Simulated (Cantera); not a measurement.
Feed: 1 mol Cr2O3, 880 mol H2, 5.3 mol H2O, at 800 °C and 1 atm.

Cantera equilibrium calculation (NASA polynomials, part measured and part estimated; ideal gas, pure solids and liquids). Candidate condensed phases: Cr, Cr2O3, H2O; 13 gas species. Rates play no part.

Base state: H2 0.994, H2O 0.00599 (mole fractions); condensed: Cr2O3(s).

Q: What changes in the equilibrium state with this change: Cr2O3 replaced by PbO?

A: 
```tsv
species	before	after
H2	0.994	0.993
H2O	0.00599	0.00712
Pb	0	7.23e-5
Cr2O3(s), mol	1.00	0
Pb(l), mol	0	0.936
```
Further candidate phases: Pb, PbO, PbO2, Pb3O4.
